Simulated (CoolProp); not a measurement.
A closed Brayton cycle with dry air: compressor inlet 305.15 K and 7.2 MPa, high pressure 23.1 MPa, turbine inlet 920 K, compressor efficiency 0.89, turbine efficiency 0.9, recuperator effectiveness 0.9 (on enthalpy, no pinch check). Each further row changes one setting.

Values from CoolProp's reference Helmholtz-energy equation of state, Lemmon 2000. It is a pseudo-pure fit of the blend.

```tsv
case	thermal efficiency (%)	net work (kJ/kg)	compressor to turbine work	compressor exit (K)	turbine exit (K)
as stated	38.2	109	0.57	442.7	702.5
turbine inlet 870 K	[?]	95.2	0.60	442.7	662.4
compressor inlet 315.15 K	36.7	[?]	[?]	457.0	702.5
high pressure 19.6 MPa	39.0	101	[?]	420.6	729.8
recuperator effectiveness 0.5	27.5	109	0.57	442.7	702.5
```

Q: Fill in the missing entries.

A: 
- turbine inlet 870 K, thermal efficiency (%): 35.6
- compressor inlet 315.15 K, net work (kJ/kg): 104
- compressor inlet 315.15 K, compressor to turbine work: 0.59
- high pressure 19.6 MPa, compressor to turbine work: 0.54
